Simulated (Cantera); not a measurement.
A perfectly stirred reactor is fed with H₂ : O₂ : N₂ = 1.3 : 1 : 14 (molar parts), at 105 Torr; it is held at 1325 K, and followed from long to short residence time.

Computed with Cantera and the H2/O2 subset of GRI-Mech 3.0, which has no nitrogen chemistry. The temperature is held fixed by assumption; the heat of reaction is taken as removed at once.

### Question
What does this change do: pressure from 105 Torr to 1.00 bar?

### Answer
| quantity | before | after |
|---|---|---|
| x(H₂) at τ = 4.50 s | 0.000147 | 1.96e-5 |
| x(O₂) at τ = 4.50 s | 0.0223 | 0.0224 |
| x(H₂O₂) at τ = 4.50 s | 6.73e-8 | 5.76e-8 |
| x(H₂O) at τ = 4.50 s | 0.0827 | 0.0830 |
| x(O) at τ = 4.50 s | 7.08e-5 | 4.59e-6 |
| x(H₂) at τ = 0.150 s | 0.00131 | 0.000189 |
| x(O₂) at τ = 0.150 s | 0.0226 | 0.0224 |
| x(H₂O₂) at τ = 0.150 s | 2.17e-7 | 3.12e-7 |
| x(H₂O) at τ = 0.150 s | 0.0807 | 0.0827 |
| x(O) at τ = 0.150 s | 0.000664 | 4.66e-5 |

### Question
What does this change do: O2 1 to 0.52 parts?

### Answer
```
quantity                  before     after
----------------------  --------  --------
x(H₂) at τ = 4.50 s     0.000147    0.0164
x(O₂) at τ = 4.50 s       0.0223   2.71e-5
x(H₂O₂) at τ = 4.50 s    6.73e-8   4.65e-9
x(H₂O) at τ = 4.50 s      0.0827    0.0678
x(O) at τ = 4.50 s       7.08e-5   7.39e-6
x(H₂) at τ = 0.150 s     0.00131    0.0150
x(O₂) at τ = 0.150 s      0.0226  0.000500
x(H₂O₂) at τ = 0.150 s   2.17e-7   3.21e-8
x(H₂O) at τ = 0.150 s     0.0807    0.0660
x(O) at τ = 0.150 s     0.000664  0.000197
```
